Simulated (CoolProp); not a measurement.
Saturation properties of R1123.

Computed with CoolProp (reference Helmholtz-energy equation of state, Akasaka 2020).

```
T (K)  p (MPa)  liquid density (kg/m³)  vapour density (kg/m³)  enthalpy of vaporisation (kJ/kg)  liquid cp (kJ/(kg K))
-----  -------  ----------------------  ----------------------  --------------------------------  ---------------------
263.7   0.8141                    1163                   36.05                             182.0                  1.435
267.2   0.9077                    1149                   40.25                             178.4                  1.453
270.7    1.009                    1134                   44.86                             174.6                  1.473
274.3    1.122                    1118                   50.06                             170.6                  1.496
277.8    1.240                    1102                   55.63                             166.5                  1.520
281.3    1.368                    1086                   61.74                             162.2                  1.548
284.8    1.505                    1069                   68.47                             157.7                  1.579
288.3    1.652                    1052                   75.89                             153.1                  1.614
291.8    1.809                    1033                   84.09                             148.1                  1.655
295.3    1.977                    1014                   93.18                             142.9                  1.702
298.8    2.157                   993.8                   103.3                             137.4                  1.758
302.3    2.348                   972.5                   114.6                             131.5                  1.825
305.9    2.559                   949.1                   127.8                             124.9                  1.910
309.4    2.776                   924.6                   142.4                             118.0                  2.016
```

It boils at 211.9 K under 1 atm.
